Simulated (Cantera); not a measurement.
Input: 1 mol Si, 0.18 mol O2, 3.1 mol N2, 0.0068 mol H2O, equilibrated at 5.20 Pa.

Method: chemical equilibrium by Gibbs-energy minimisation in Cantera with the NASA 1993 tables (ideal gas, pure condensed phases). Candidate condensed phases: H2O, Si, SiO2, Si2N2O, Si3N4; 35 gas species. The tables' values for SiN are old estimates; treat these amounts as uncertain. Rates play no part. All values below are at 1798 K.

Base state: N2 0.838, SiO 0.0992, Si 0.0593, H 0.00158, H2 0.00104, Si2 0.000356, Si2N 0.000281, SiN 0.000174 (mole fractions); condensed: Si(l).

Task: What changes in the equilibrium state with this change: O2 from 0.18 to 0.012 mol?

Result: 
```
species       before     after
----------  --------  --------
N2             0.838     0.928
Si            0.0593    0.0593
SiO           0.0992   0.00922
H2           0.00104   0.00119
H            0.00158   0.00168
SiH          1.58e-5   1.69e-5
SiN         0.000174  0.000184
Si(l), mol     0.407     0.765
```

Task: What changes in the equilibrium state with this change: H2O from 0.0068 to 0.003 mol?

Result: 
```
species       before     after
----------  --------  --------
N2             0.838     0.840
SiO           0.0992    0.0984
Si            0.0593    0.0593
H2           0.00104  0.000351
H            0.00158  0.000915
SiH          1.58e-5   9.20e-6
Si2N        0.000281  0.000281
SiN         0.000174  0.000175
Si2         0.000356  0.000356
Si(l), mol     0.407     0.412
```
